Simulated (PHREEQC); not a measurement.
Consider water at 20 °C with 12 mmol/kgw HF, 0.047 mmol/kgw NH4F and 0.09 mmol/kgw H2SO4. It is in equilibrium with CO2 at log p = -3.4 (atm). Otherwise closed; pH follows from the charge balance.

Model: ion-association model, phreeqc.dat, run in PHREEQC.

Each row changes one thing in this solution. Precipitation was switched off in this run.

```csv
case,pH,ionic strength (mol/kgw),HF (mol/kgw),F- (mol/kgw),HF2- (mol/kgw),SO4-2 (mol/kgw)
as made,2.57,0.00297,0.00922,0.00265,8.97e-5,7.51e-5
temperature from 20 to 35 °C,2.62,0.00266,0.00953,0.00233,9.11e-5,7.21e-5
H2SO4 from 9e-05 to 0.00045 mol/kgw,2.51,0.00367,0.00948,0.00241,8.38e-5,0.000368
NH4F left out,2.56,0.00295,0.00920,0.00262,8.87e-5,7.50e-5
diluted 5-fold with water,2.99,0.00108,0.00138,0.00102,5.18e-6,1.67e-5
diluted 10-fold with water,3.19,0.000675,0.000555,0.000647,1.32e-6,8.56e-6
NH4F from 4.7e-05 to 5.17e-05 mol/kgw,2.57,0.00298,0.00923,0.00265,8.99e-5,7.51e-5
0.00025 mol/kgw Ca(OH)2 added,2.61,0.00345,0.00899,0.00287,9.49e-5,7.48e-5
```

Complexes and solids missing from the database can't appear. Some of these states are supersaturated (in Fluorite, for instance).
